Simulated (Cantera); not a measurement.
Charge: 1 mol SiC, 0.8 mol N2O, 11 mol H2, equilibrated at 0.320 Pa.

These are equilibrium values from Cantera (NASA tables, ideal gas, pure condensed phases), not measurements of a reactor. Candidate condensed phases: C, C6H6, C7H8, C8H18, H2O, Si, SiC, SiO2, Si2N2O, Si3N4; 151 gas species. Mutual solubility and eutectic melting of coexisting phases are not modelled. Equilibrium is a limit: real reactors are often held back by kinetics, nucleation or transport.

Question: Which condensed phases are stable at each of these points (T (K)): 1200, 1275, 1350, 1425, 1500, 1575, 1650, 1725, 1800, 1875, 1950, 2025, 2100, 2175?

Answer: 
```csv
T (K),condensed phases,Si condensed (%)
1200,SiC(s) + Si2N2O(s),99.3
1275,SiC(s) + Si2N2O(s),85.6
1350,SiC(s),60.0
1425,SiC(s),60.0
1500,SiC(s),59.6
1575,SiC(s),57.9
1650,SiC(s),50.7
1725,SiC(s),33.7
1800,SiC(s),19.9
1875,C(graphite),0.0
1950,C(graphite),0.0
2025,C(graphite),0.0
2100,C(graphite),0.0
2175,gas only,0.0
```

From 1200 K to 1275 K the condensed part is SiC(s) + Si2N2O(s). From 1350 K to 1800 K the condensed part is SiC(s). From 1875 K to 2100 K the condensed part is C(graphite). At 2175 K nothing is condensed.
